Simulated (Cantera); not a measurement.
Low-pressure radical oxidation in H2/O2

An isothermal, constant-pressure homogeneous reactor starts with H2 : O2 : N2 = 0.064 : 1 : 0.38 (molar parts), equivalence ratio 0.032, at 1275 K and 12.8 Torr.

Computed with Cantera and the H2/O2 subset of GRI-Mech 3.0, which has no nitrogen chemistry. Radical loss at walls, strong at low pressure, is not modelled. The temperature is held fixed by assumption; the heat of reaction is taken as removed at once.

```
t (s)         x H2   x O2     x H2O       x O     x HO2      x OH
--------  --------  -----  --------  --------  --------  --------
4.00e-6     0.0443  0.693    <1e-12  3.05e-11  5.46e-10  3.02e-11
2.49e-5     0.0443  0.693  1.57e-10  9.68e-10   3.40e-9  9.07e-10
0.000155    0.0443  0.693   2.16e-8   2.59e-8   2.12e-8   1.99e-8
0.000964    0.0442  0.692   9.63e-5   6.38e-5   3.16e-7   4.56e-5
0.00600   0.000811  0.660    0.0387    0.0271   2.69e-6   0.00356
0.0373    0.000421  0.673    0.0421    0.0132   2.24e-6   0.00259
0.232      4.20e-5  0.684    0.0448   0.00127   7.44e-7  0.000823
1.45       1.80e-6  0.685    0.0452   5.44e-5   7.07e-8  0.000171
9.00       1.30e-7  0.686    0.0453   3.96e-6   1.33e-8   4.63e-5
```
x: mole fraction; the columns are a selection and need not sum to one.

Equilibrium at this temperature and pressure: H2 2.33e-8, O2 0.686, H2O 0.0453, O 7.14e-7, HO2 1.74e-8, OH 1.96e-5 (gas phase only).
